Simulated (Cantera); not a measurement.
Feed: 1 mol PbO, 2 mol O2, 1.6 mol H2, equilibrated at 0.180 bar.

These are equilibrium values from Cantera (NASA tables, ideal gas, pure condensed phases), not measurements of a reactor. Candidate condensed phases: H2O, Pb, PbO, PbO2, Pb3O4; 12 gas species. Gases not in the tables: (PbO)n polymers. The numbers say what is thermodynamically allowed, not how fast it happens.

**Question.** Which condensed phases are stable at each of these points (T (K)): 575, 650, 725, 800, 875, 950, 1025, 1100, 1175, 1250, 1325, 1400, 1475?

**Answer.** 
```
T (K)  condensed phases  Pb condensed (%)
-----  ----------------  ----------------
575            Pb3O4(s)             100.0
650            PbO(red)             100.0
725            PbO(red)             100.0
800         PbO(yellow)             100.0
875         PbO(yellow)             100.0
950         PbO(yellow)             100.0
1025        PbO(yellow)             100.0
1100        PbO(yellow)             100.0
1175             PbO(l)              99.9
1250             PbO(l)              99.7
1325             PbO(l)              98.9
1400             PbO(l)              96.4
1475             PbO(l)              89.5
```

At 575 K the condensed part is Pb3O4(s). From 650 K to 725 K the condensed part is PbO(red). From 800 K to 1100 K the condensed part is PbO(yellow). From 1175 K to 1475 K the condensed part is PbO(l).
